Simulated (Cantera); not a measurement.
Mixture: 7.77 % CH₄, 15.5 % O₂, 74.6 % N₂, 2.10 % CO₂, at 3750 Torr, adiabatic and at constant pressure. Ignition delay is the time to a rise of 400 K.

Model: GRI-Mech 3.0 (53 species, 325 reactions), integrated in Cantera.

Question: Predict: delay at 1150 K; delay at 1300 K; delay at 1450 K; delay at 1600 K; apparent activation energy between 1525 and 1675 K.

Answer: 
```
Property                                                Result
--------------------------------------------------  ----------
delay at 1150 K                                        24.8 ms
delay at 1300 K                                        3.80 ms
delay at 1450 K                                       0.726 ms
delay at 1600 K                                       0.168 ms
apparent activation energy between 1525 and 1675 K  190 kJ/mol
```
